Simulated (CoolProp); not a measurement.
The fluid at 391.19 K and 0.0106 MPa expands adiabatically to 0.00177 MPa with isentropic efficiency 0.7. The same conditions are run with several fluids, on thermodynamics alone (safety and materials aside).

Computed with CoolProp (reference Helmholtz-energy equation of state of each fluid (ethylbenzene: Zhou 2012; R113: Marx 1992; R410A: Lemmon 2003; water: Wagner 2002; C2F6 (R116): Lemmon 2006)). Blends and air are pseudo-pure fits.

Problem. Rank ethylbenzene, R113, R410A, water, C2F6 (R116) by work (kJ/kg), highest first.

Solution. water (186), R410A (50.2), ethylbenzene (36.6), C2F6 (R116) (27.8), R113 (20.6)

```json
[
 {"fluid": "ethylbenzene", "final temperature (K)": "366.8", "final density (kg/m³)": "0.0617"},
 {"fluid": "R113", "final temperature (K)": "362.6", "final density (kg/m³)": "0.110"},
 {"fluid": "R410A", "final temperature (K)": "335.7", "final density (kg/m³)": "0.0460"},
 {"fluid": "water", "final temperature (K)": "292.0", "final density (kg/m³)": "0.0131"},
 {"fluid": "C2F6 (R116)", "final temperature (K)": "359.6", "final density (kg/m³)": "0.0817"}
]
```
